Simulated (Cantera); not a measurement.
**FeS + H2S + N2 + SO3 (roasting and sulfation)**

Charge: 1 mol FeS, 0.34 mol H2S, 4.1 mol N2, 1.9 mol SO3, equilibrated at 1.60 bar.

These are equilibrium values from Cantera (NASA tables, ideal gas, pure condensed phases), not measurements of a reactor. Candidate condensed phases: Fe, FeO, Fe(OH)2, Fe(OH)3, FeS, FeSO4, FeS2, Fe2O3, Fe2(SO4)3, Fe3O4, H2O, H2SO4, S; 38 gas species. Mutual solubility and eutectic melting of coexisting phases are not modelled. FeS: taken at fixed stoichiometry. Gases not in the tables: S3 to S7. Equilibrium is a limit: real reactors are often held back by kinetics, nucleation or transport.

```
T (°C)   x N2  x SO2   x H2O     x S2     x S2O     x H2S  n FeS2(s)  n Fe3O4(s)  n FeS(s)
------  -----  -----  ------  -------  --------  --------  ---------  ----------  --------
600     0.605  0.340  0.0493  0.00355  0.000596  0.000847      0.436       0.188         0
675     0.590  0.353  0.0478  0.00748   0.00102   0.00109          0       0.113     0.660
750     0.589  0.350  0.0476   0.0107   0.00128   0.00116          0       0.123     0.631
825     0.589  0.346  0.0475   0.0146   0.00156   0.00122          0       0.135     0.596
900     0.588  0.342  0.0472   0.0191   0.00184   0.00128          0       0.148     0.556
975     0.588  0.337  0.0470   0.0242   0.00213   0.00133          0       0.163     0.511
1050    0.587  0.332  0.0466   0.0296   0.00241   0.00137          0       0.179     0.462
1125    0.586  0.326  0.0462   0.0353   0.00267   0.00141          0       0.197     0.410
```
x: gas mole fraction; n: condensed amount in mol.

At 600 °C the condensed part is FeS2(s) + Fe3O4(s). From 675 °C to 1125 °C the condensed part is FeS(s) + Fe3O4(s).
